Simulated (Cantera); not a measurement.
Charge: 1 mol SiO2, 2 mol MgO, 7.6 mol H2O, held at 1075 K and 1.00 bar.

Method: chemical equilibrium by Gibbs-energy minimisation in Cantera with the NASA 1993 tables (ideal gas, pure condensed phases). Candidate condensed phases: H2O, Mg, MgO, Mg(OH)2, MgSiO3, Mg2SiO4, Si, SiO2; 24 gas species. Condensed phases not in the tables: alloys, solid solutions and most ternary compounds. Rates play no part.

Base state: H2O 1.000 (mole fractions); condensed: Mg2SiO4(s).

Problem. What changes in the equilibrium state with this change: 0.78 mol NH3 added?

Solution. 
```tsv
species	before	after
H2O	1.000	0.830
H2	1.00e-6	0.128
N2	0	0.0426
Mg2SiO4(s), mol	1.00	1.00
```
Further candidate phases: Si2N2O, Si3N4.
